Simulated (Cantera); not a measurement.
A perfectly stirred reactor is fed with H2 : O2 : N2 = 0.0061 : 1 : 0.14 (molar parts), equivalence ratio 0.0031, at 0.0247 atm; it is held at 998 K, and followed from long to short residence time.

Model: GRI-Mech 3.0 (53 species, 325 reactions), integrated in Cantera. Radical loss at walls, strong at low pressure, is not modelled.

**Question.** What does this change do: temperature 998 to 1425 K?

**Answer.** 
```tsv
quantity	before	after
x(H2) at τ = 0.560 s	0.000150	1.54e-5
x(O2) at τ = 0.560 s	0.872	0.870
x(NO) at τ = 0.560 s	2.67e-10	5.26e-8
x(OH) at τ = 0.560 s	9.73e-5	0.000498
x(HO2) at τ = 0.560 s	1.24e-6	2.34e-7
x(H2) at τ = 18.0 ms	0.00103	0.000165
x(O2) at τ = 18.0 ms	0.871	0.868
x(NO) at τ = 18.0 ms	3.86e-10	3.05e-9
x(OH) at τ = 18.0 ms	0.000376	0.000861
x(HO2) at τ = 18.0 ms	3.79e-6	4.20e-7
```
